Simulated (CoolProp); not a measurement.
Neopentane along the isotherm 443.4 K: Z from the reference equation and from simpler models built on Tc = 433.7 K, pc = 31.96 bar, ω = 0.196; each cubic takes its own stable root.

Model: reference Helmholtz-energy equation of state, Lemmon 2006, in CoolProp. It is a short technical equation, of lower accuracy than the large ones.

```tsv
p (bar)	phase	reference
5.33	gas	0.9457
10.7	gas	0.8858
16	gas	0.8201
21.3	gas	0.7450
26.6	gas	0.6552
32	supercritical	0.5321
37.3	supercritical	0.2966
42.6	supercritical	0.2548
47.9	supercritical	0.2665
53.3	supercritical	0.2839
58.6	supercritical	0.3027
63.9	supercritical	0.3222
69.3	supercritical	0.3424
74.6	supercritical	0.3624
79.9	supercritical	0.3825
```

**Question.** How far does each simpler model (van der Waals, Redlich-Kwong, Peng-Robinson) lie from the reference over these 15 states: mean and median of the absolute difference, and the worst?

**Answer.** 
- van der Waals: mean 20.1 %, median 33.0 %, worst +34.6 % at 443.4 K and 53.3 bar
- Redlich-Kwong: mean 7.5 %, median 9.6 %, worst +17.1 % at 443.4 K and 42.6 bar
- Peng-Robinson: mean 3.3 %, median 2.5 %, worst +9.9 % at 443.4 K and 42.6 bar
